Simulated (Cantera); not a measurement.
Silicon oxide and oxynitride deposition: SiH4 + NO + N2 + CO2

Charge: 1 mol SiH4, 15 mol NO, 72 mol N2, 0.14 mol CO2, equilibrated at 625 °C and 0.0110 bar.

Equilibrium computed with Cantera from the NASA thermochemical tables; the gas is ideal and each condensed phase is pure. Candidate condensed phases: C, C6H6, C7H8, C8H18, H2O, Si, SiC, SiO2, Si2N2O, Si3N4; 151 gas species. The numbers say what is thermodynamically allowed, not how fast it happens.

- x(N2) = 0.912
- x(O2) = 0.0631
- x(H2O) = 0.0230
- x(CO2) = 0.00161
- x(NO) = 5.29e-6
- n(SiO2(β-quartz)) = 1.00 mol
- gas amount = 87.14 mol
- log10 activity of C(graphite) (absent) = -24.61
- log10 activity of Si(s) (absent) = -40.35
